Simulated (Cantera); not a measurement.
Input: 1 mol Si, 4.8 mol F₂, 0.29 mol H₂, equilibrated at 1.00 bar.

These are equilibrium values from Cantera (NASA tables, ideal gas, pure condensed phases), not measurements of a reactor. Candidate condensed phases: Si; 25 gas species. The numbers say what is thermodynamically allowed, not how fast it happens.

x: gas mole fraction; nothing condenses.

```csv
T (°C),x F,x F₂,x SiF₄,x HF,x H₂F₂
450,0.00176,0.612,0.244,0.142,3.08e-6
550,0.00913,0.606,0.243,0.141,1.68e-6
650,?,0.587,0.240,0.139,?
750,?,?,0.233,0.135,?
850,0.196,0.455,0.220,0.128,4.41e-7
950,0.347,0.333,0.202,0.117,2.89e-7
1050,0.506,0.206,0.183,0.106,1.92e-7
1150,0.626,0.109,0.168,0.0974,1.37e-7
```

### Question
What belongs in the gaps?

### Answer

- 750, x F: 0.0902
- 750, x F₂: 0.541
- 750, x H₂F₂: 6.67e-7
- 650, x F: 0.0329
- 650, x H₂F₂: 1.03e-6
